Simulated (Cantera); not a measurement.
An adiabatic, constant-volume homogeneous reactor starts with CH4 : O2 : N2 : H2O = 1 : 4.17 : 15.7 : 0.6 (molar parts), equivalence ratio 0.48, at 1248 K and 750 Torr. Integrator tolerance rtol = 1e-08.

Detailed kinetics in Cantera: GRI-Mech 3.0 (53 species, 325 reactions).

Q: What does this change do: initial temperature 1248 to 1425 K?

A: 
```tsv
quantity	before	after
time of steepest temperature rise	16.6 ms	1.96 ms
temperature at 1.00 s	2372 K	2478 K
equilibrium temperature	2372 K	2478 K
x(CH4) at 1.00 s	<1e-12 (gas-phase equilibrium <1e-12)	<1e-12 (gas-phase equilibrium <1e-12)
x(O2) at 1.00 s	0.0936 (gas-phase equilibrium 0.0936)	0.0920 (gas-phase equilibrium 0.0920)
x(H2O) at 1.00 s	0.116 (gas-phase equilibrium 0.116)	0.113 (gas-phase equilibrium 0.113)
x(NO) at 1.00 s	0.0116 (gas-phase equilibrium 0.0116)	0.0140 (gas-phase equilibrium 0.0140)
x(HCO) at 1.00 s	1.88e-10 (gas-phase equilibrium 1.88e-10)	6.13e-10 (gas-phase equilibrium 6.13e-10)
x(OH) at 1.00 s	0.00713 (gas-phase equilibrium 0.00713)	0.0102 (gas-phase equilibrium 0.0102)
```
